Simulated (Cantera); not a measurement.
# Hydrocarbon pyrolysis for carbon deposition

A perfectly stirred reactor is fed with C2H6 : N2 = 1 : 180 (molar parts), at 3.23 Torr; it is held at 1075 K, and followed from long to short residence time.

Computed with Cantera and GRI-Mech 3.0 (53 species, 325 reactions). GRI-Mech 3.0 stops at C3 and has no aromatics, soot or wall deposition, so with more carbon than oxygen in the feed, carbon stays in small species such as C2H2 where larger ones or solid carbon would form. Radical loss at walls, strong at low pressure, is not modelled.

```json
[
 {"τ (s)": "8.5", "x C2H6": "0.00292", "x HCN": "1.94e-10", "x C2H": "4.18e-12", "x CH3": "9.50e-6", "x CH2": "8.13e-10", "x H": "1.07e-6", "x C2H2": "0.000215"},
 {"τ (s)": "1.9", "x C2H6": "0.00484", "x HCN": "1.09e-10", "x C2H": "<1e-12", "x CH3": "1.01e-5", "x CH2": "7.25e-10", "x H": "7.36e-7", "x C2H2": "1.05e-5"},
 {"τ (s)": "0.41", "x C2H6": "0.00544", "x HCN": "2.25e-11", "x C2H": "<1e-12", "x CH3": "4.66e-6", "x CH2": "1.91e-10", "x H": "3.87e-7", "x C2H2": "1.52e-7"},
 {"τ (s)": "0.088", "x C2H6": "0.00552", "x HCN": "<1e-12", "x C2H": "<1e-12", "x CH3": "1.21e-6", "x CH2": "9.63e-12", "x H": "6.95e-8", "x C2H2": "2.44e-10"},
 {"τ (s)": "0.019", "x C2H6": "0.00552", "x HCN": "<1e-12", "x C2H": "<1e-12", "x CH3": "2.99e-7", "x CH2": "<1e-12", "x H": "3.87e-9", "x C2H2": "<1e-12"},
 {"τ (s)": "0.0042", "x C2H6": "0.00552", "x HCN": "<1e-12", "x C2H": "<1e-12", "x CH3": "6.84e-8", "x CH2": "<1e-12", "x H": "1.61e-10", "x C2H2": "<1e-12"},
 {"τ (s)": "0.00092", "x C2H6": "0.00552", "x HCN": "<1e-12", "x C2H": "<1e-12", "x CH3": "1.51e-8", "x CH2": "<1e-12", "x H": "4.68e-12", "x C2H2": "<1e-12"},
 {"τ (s)": "0.00020", "x C2H6": "0.00552", "x HCN": "<1e-12", "x C2H": "<1e-12", "x CH3": "3.29e-9", "x CH2": "<1e-12", "x H": "<1e-12", "x C2H2": "<1e-12"}
]
```
x: mole fraction; the columns are a selection and need not sum to one.
